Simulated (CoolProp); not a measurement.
Vapour pressure (bar) of cyclohexane: the reference equation beside estimates from Tc = 553.6 K, pc = 40.81 bar, ω = 0.209. Clausius-Clapeyron is anchored at 368.1 K with a constant enthalpy of vaporisation of 29.16 kJ/mol.

Computed with CoolProp (reference Helmholtz-energy equation of state, Zhou 2014).

| T (K) | reference | Lee-Kesler | Clausius-Clapeyron | van der Waals | Redlich-Kwong | Soave-Redlich-Kwong | Peng-Robinson |
|---|---|---|---|---|---|---|---|
| 346 | 0.7949 | 0.7921 | 0.8297 | 4.469 | 1.267 | 0.7951 | 0.8056 |
| 368.1 | 1.525 | 1.523 | 1.525 | 6.260 | 2.276 | 1.524 | 1.528 |
| 390.2 | 2.687 | 2.690 | 2.615 | 8.472 | 3.781 | 2.688 | 2.678 |
| 412.3 | 4.423 | 4.432 | 4.234 | 11.14 | 5.895 | 4.436 | 4.397 |
| 434.4 | 6.884 | 6.900 | 6.526 | 14.30 | 8.732 | 6.926 | 6.847 |
| 456.5 | 10.24 | 10.25 | 9.647 | 17.97 | 12.40 | 10.33 | 10.20 |
| 478.6 | 14.66 | 14.66 | 13.75 | 22.18 | 17.00 | 14.83 | 14.65 |
| 500.7 | 20.34 | 20.34 | 19.01 | 26.96 | 22.63 | 20.61 | 20.39 |

Absolute difference from the reference over all 8 rows, mean and median: Lee-Kesler 0.1 and 0.1 %, Clausius-Clapeyron 4.4 and 4.8 %, van der Waals 175.9 and 129.8 %, Redlich-Kwong 32.2 and 30.1 %, Soave-Redlich-Kwong 0.5 and 0.5 %, Peng-Robinson 0.5 and 0.4 %.
